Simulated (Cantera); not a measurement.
A freely propagating, adiabatic, planar premixed flame of CH₄ : C₂H₆ : C₃H₈ : O₂ : N₂ = 1 : 0.041 : 0.039 : 1.8 : 8.63 (molar parts), equivalence ratio 1.3, unburnt at 500 K and 10.0 bar; mixture-averaged transport, grid criteria slope 0.08 and curve 0.16, no radiation.

Computed with Cantera and GRI-Mech 3.0 (53 species, 325 reactions). Burning velocities carry a grid error of a few per cent, more on coarse grids.

x: mole fraction of selected species; z is measured from the peak of heat release.

```
z (mm)   T (K)  u (m/s)     x CH₄    x C₂H₆   x C₃H₈     x H₂    x CH₂      x O
-------  -----  -------  --------  --------  -------  -------  -------  -------
-0.586     501    0.123    0.0866   0.00355  0.00338  0.00228    <1e-8    <1e-8
-0.391     511    0.126    0.0857   0.00354  0.00337  0.00549    <1e-8    <1e-8
-0.293     542    0.134    0.0835   0.00350  0.00335  0.00893    <1e-8    <1e-8
-0.195     670    0.167    0.0757   0.00332  0.00321   0.0143    <1e-8    <1e-8
-0.0976   1098    0.278    0.0506   0.00233      [?]   0.0214    <1e-8  8.70e-8
-0.0488   1453    0.372    0.0290   0.00128      [?]   0.0250  1.32e-7  3.67e-6
0         1773    0.456    0.0106  0.000292      [?]   0.0276  3.26e-6  1.58e-5
0.0488    1923    0.495   0.00379   3.47e-5      [?]   0.0287  5.03e-6  1.04e-5
0.0976    1971    0.507   0.00217   7.56e-6    <1e-8   0.0299  2.49e-6  3.54e-6
0.195     1993    0.512   0.00142   1.33e-6    <1e-8   0.0317  6.29e-7  5.40e-7
0.391     1997    0.513  0.000980   3.28e-7    <1e-8   0.0337  2.07e-7  1.05e-7
0.781     1996    0.513  0.000598   1.05e-7    <1e-8   0.0355  1.05e-7  6.90e-8
1.56      1993    0.513  0.000275   2.13e-8    <1e-8   0.0369  4.44e-8  6.64e-8
```

Problem. Fill in the missing entries.

Solution. 
- -0.0976, x C₃H₈: 0.00199
- -0.0488, x C₃H₈: 0.000479
- 0, x C₃H₈: 4.74e-6
- 0.0488, x C₃H₈: 4.62e-8
